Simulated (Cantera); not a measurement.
Charge: 1 mol SiCl₄, 5.4 mol H₂O, 90 mol N₂, 16 mol N₂O, at 1100 °C and 28.0 Pa.

Cantera equilibrium calculation (NASA polynomials, part measured and part estimated; ideal gas, pure solids and liquids). Candidate condensed phases: H₂O, NH₄Cl, Si, SiO₂, Si₂N₂O, Si₃N₄; 47 gas species. The tables hold silica as quartz up to 1696 K and as liquid above; real silica turns to tridymite and cristobalite and melts near 1996 K. Equilibrium is a limit: real reactors are often held back by kinetics, nucleation or transport.

Base state: N₂ 0.872, O₂ 0.0648, H₂O 0.0296, HCl 0.0295, Cl 0.00339, NO 0.000363, OH 7.35e-5 (mole fractions); condensed: SiO₂(β-quartz).

### Question
What changes in the equilibrium state with this change: pressure from 28.0 Pa to 430 Pa?

### Answer
```tsv
species	before	after
N₂	0.872	0.873
O₂	0.0648	0.0652
HCl	0.0295	0.0311
Cl	0.00339	0.00183
H₂O	0.0296	0.0289
Cl₂	6.08e-6	2.71e-5
OH	7.35e-5	3.67e-5
NO	0.000363	0.000364
SiO₂(β-quartz), mol	1.00	1.00
```
